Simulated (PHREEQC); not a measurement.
Make-up at 20 °C: 0.0083 mol KOH, 4.7e-07 mol H4SiO4 and 0.046 mol Na2CO3 per kg of water. Closed to the air; pH follows from the charge balance.

All values are PHREEQC results (ion-association model, phreeqc.dat), not measurements.

```
Item                          Value
--------------------  -------------
pH                            11.98
ionic strength        0.119 mol/kgw
specific conductance     7590 µS/cm
density                 1.004 g/cm³
total alkalinity         100 meq/kg
```

```csv
species,molality,activity,log γ
Na+,0.0785,0.0610,-0.110
CO3-2,0.0321,0.0118,-0.433
NaCO3-,0.0135,0.0104,-0.112
OH-,0.00869,0.00651,-0.125
K+,0.00830,0.00625,-0.123
HCO3-,0.000378,0.000295,-0.108
NaHCO3,1.01e-5,1.04e-5,0.012
H3SiO4-,4.27e-7,3.24e-7,-0.120
H2SiO4-2,4.07e-8,1.50e-8,-0.433
H4SiO4,2.68e-9,2.75e-9,0.012
```

Precipitation was switched off in this run. Species that the database lacks are ignored.
